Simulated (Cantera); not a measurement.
Ammonia decomposition in nitride growth gas

An isothermal, constant-pressure homogeneous reactor starts with 56.8 % NH3, 43.2 % H2, at 1425 K and 278 Torr.

Model: the gas-phase N/H chemistry of the illustrative SiF4/NH3 mechanism in the Surface Chemkin manual (1991), integrated in Cantera. Walls and surfaces, which speed up NH3 decomposition in real reactors, are not modelled.

```
t (s)     x NH3   x H2      x N2    x N2H4       x N    x NH2      x NH
--------  -----  -----  --------  --------  --------  -------  --------
7.00e-6   0.568  0.432    <1e-12    <1e-12    <1e-12  3.14e-9    <1e-12
3.82e-5   0.568  0.432    <1e-12    <1e-12    <1e-12  1.76e-8    <1e-12
0.000208  0.568  0.432    <1e-12    <1e-12    <1e-12  9.65e-8    <1e-12
0.00114   0.568  0.432  7.95e-11  3.32e-11    <1e-12  5.26e-7  2.82e-11
0.00620   0.568  0.432   2.44e-8   1.06e-9  2.57e-12  2.85e-6  8.28e-10
0.0338    0.568  0.432   3.53e-6   1.87e-8  1.83e-10  1.19e-5   1.43e-8
0.185     0.568  0.432   6.07e-5   2.75e-8  3.24e-10  1.44e-5   2.10e-8
1.01      0.567  0.433  0.000382   2.74e-8  3.23e-10  1.44e-5   2.10e-8
5.50      0.562  0.436   0.00211   2.69e-8  3.21e-10  1.42e-5   2.08e-8
30.0      0.534  0.455    0.0109   2.45e-8  3.08e-10  1.36e-5   1.99e-8
```
x: mole fraction; the columns are a selection and need not sum to one.

Equilibrium at this temperature and pressure: NH3 9.02e-6, H2 0.819, N2 0.181, N2H4 <1e-12, N <1e-12, NH2 2.33e-10, NH <1e-12 (gas phase only).
